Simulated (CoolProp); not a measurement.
Vapour-liquid equilibrium of R134a (1) + R1234ze(E) (2) at 214.7 K; x and y are mole fractions of (1).

The numbers come from the multi-fluid Helmholtz-energy mixture model, Tillner-Roth 1994 and Thol 2016; pair parameters Bell 2022 in CoolProp.

Question: Give the bubble pressure and the first vapour's composition at x = 0.25, 0.45, 0.75. Is there an azeotrope?

Answer: x = 0.25: 0.1461 bar, y = 0.350; x = 0.45: 0.1577 bar, y = 0.539; x = 0.75: 0.1696 bar, y = 0.787. No azeotrope shows between x = 0.05 and 0.95.

The pair parameters rest on a limited set of measurements; away from them the model extrapolates.
